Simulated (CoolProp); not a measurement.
Vapour-liquid equilibrium of CH2F2 (R32) (1) + R1234yf (2) at 225.3 K; x and y are mole fractions of (1).

Values from CoolProp's multi-fluid Helmholtz-energy mixture model, Tillner-Roth 1997 and Lemmon 2022; pair parameters Bell 2023.

Question: Give the bubble pressure and the first vapour's composition at x = 0.15, 0.65, 0.75. Is there an azeotrope?

Answer: x = 0.15: 0.6443 bar, y = 0.439; x = 0.65: 1.087 bar, y = 0.818; x = 0.75: 1.135 bar, y = 0.859. No azeotrope shows between x = 0.05 and 0.95.

The pair parameters rest on a limited set of measurements; away from them the model extrapolates.
